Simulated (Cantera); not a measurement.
**Chemical vapour transport: B + Cl2**

Charge: 1 mol B, 0.29 mol Cl2, held at 1698 K and 450 Torr.

Equilibrium computed with Cantera from the NASA thermochemical tables; the gas is ideal and each condensed phase is pure. Candidate condensed phases: B; 7 gas species. The tables' values for BCl2, BCl are old estimates; treat these amounts as uncertain. Equilibrium is a limit: real reactors are often held back by kinetics, nucleation or transport.

```
Quantity        Result
----------  ----------
x(BCl3)          0.981
x(BCl2)         0.0157
x(BCl)         0.00266
x(Cl)         0.000150
n(B(s))      0.805 mol
gas amount  0.1947 mol
```
